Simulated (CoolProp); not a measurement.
Model: reference Helmholtz-energy equation of state, Smukala 2000, in CoolProp.

Q: For ethylene, give the phase and the Z, cv (kJ/(kg K)), expansivity (1/kK) at 18.65 °C and 1.08 MPa; 18.65 °C and 2.34 MPa.

A: 
- 18.65 °C and 1.08 MPa: gas; Z 0.932, cv 1.24, expansivity 4.26
- 18.65 °C and 2.34 MPa: gas; Z 0.842, cv 1.29, expansivity 5.83
